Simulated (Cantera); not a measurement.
A Cantera script and its output.

```python
import numpy as np
import cantera as ct

gas = ct.Solution("gri30.yaml")
gas.TPX = 2025, 500000, {'CH4': 1, 'H2O': 2.1}
reactor = ct.IdealGasConstPressureReactor(gas, energy="off", clone=False)
net = ct.ReactorNet([reactor])
net.rtol, net.atol = 1e-08, 1e-18
show = ['CH4', 'H2O', 'CH2O', 'H', 'CH2CO', 'CH2']
times = np.geomspace(4e-05, 2, 9)

steps = ct.SolutionArray(gas, extra=["t"])
rows = []
print(f"{'t/s':>10s}{'T/K':>9s}{'P/Pa':>11s}" + "".join(f"{s:>11s}" for s in show))
for t in times:
    while net.time < t:
        t_next = net.step()
        steps.append(gas.state, t=t_next)
    rows.append([np.interp(t, steps.t, y) for y in (steps.T, steps.P, *steps(*show).X.T)])
    print(f"{t:10.3e}{rows[-1][0]:9.1f}{rows[-1][1]:11.4g}" + "".join(f"{x:11.3e}" for x in rows[-1][2:]))
rate = np.gradient(steps.T, steps.t)
print("integrator steps:", len(steps.t))
if steps.T.max() > steps.T[0] + 200:
    print(f"time of steepest temperature rise: {steps.t[rate.argmax()]:.4e} s")
gas.TPX = 2025, 500000, {'CH4': 1, 'H2O': 2.1}
gas.equilibrate("TP")
print(f"equilibrium (TP): T = {gas.T:.1f} K  " + "  ".join(f"{s} {gas[s].X[0]:.3e}" for s in show))
```

Output:

```
       t/s      T/K       P/Pa        CH4        H2O       CH2O          H      CH2CO        CH2
 4.000e-05   2025.0      5e+05  1.341e-01  5.761e-01  9.999e-05  3.553e-04  1.386e-04  7.925e-06
 1.547e-04   2025.0      5e+05  5.954e-02  5.147e-01  3.424e-05  4.760e-04  1.704e-04  4.589e-06
 5.981e-04   2025.0      5e+05  2.713e-02  4.433e-01  1.228e-05  5.675e-04  1.316e-04  2.695e-06
 2.313e-03   2025.0      5e+05  1.786e-02  3.399e-01  4.697e-06  6.188e-04  5.629e-05  1.313e-06
 8.944e-03   2025.0      5e+05  8.496e-03  2.422e-01  1.354e-06  6.557e-04  1.077e-05  3.979e-07
 3.459e-02   2025.0      5e+05  9.009e-04  2.041e-01  3.134e-07  6.685e-04  2.455e-07  2.989e-08
 1.337e-01   2025.0      5e+05  1.956e-07  2.024e-01  2.230e-07  6.721e-04  2.518e-11  6.306e-12
 5.172e-01   2025.0      5e+05  1.779e-07  2.024e-01  2.230e-07  6.721e-04  2.293e-11  5.748e-12
 2.000e+00   2025.0      5e+05  1.779e-07  2.024e-01  2.230e-07  6.721e-04  2.293e-11  5.748e-12
integrator steps: 1882
equilibrium (TP): T = 2025.0 K  CH4 2.034e-07  H2O 2.024e-01  CH2O 2.230e-07  H 6.721e-04  CH2CO 2.620e-11  CH2 6.563e-12
```

Model: GRI-Mech 3.0 (53 species, 325 reactions), integrated in Cantera.
